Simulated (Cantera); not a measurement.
Input: 1 mol SiH4, 3.2 mol HCl, 12 mol H2, equilibrated at 627 °C and 0.170 bar.

Equilibrium computed with Cantera from the NASA thermochemical tables; the gas is ideal and each condensed phase is pure. Candidate condensed phases: Si; 19 gas species. The tables' values for SiCl3 are old estimates; treat these amounts as uncertain. Equilibrium is a limit: real reactors are often held back by kinetics, nucleation or transport.

Base state: H2 0.942, SiCl4 0.0344, SiHCl3 0.0169, HCl 0.00544, SiH2Cl2 0.000787, SiCl3 0.000176, SiCl2 4.27e-5 (mole fractions); condensed: Si(s).

Task: What changes in the equilibrium state with this change: HCl from 3.2 to 0.56 mol?

Result: 
| species | before | after |
|---|---|---|
| H2 | 0.942 | 0.986 |
| SiCl4 | 0.0344 | 0.00540 |
| SiHCl3 | 0.0169 | 0.00431 |
| SiCl3 | 0.000176 | 4.38e-5 |
| SiCl2 | 4.27e-5 | 1.69e-5 |
| SiH2Cl2 | 0.000787 | 0.000327 |
| Si(s), mol | 0.146 | 0.854 |
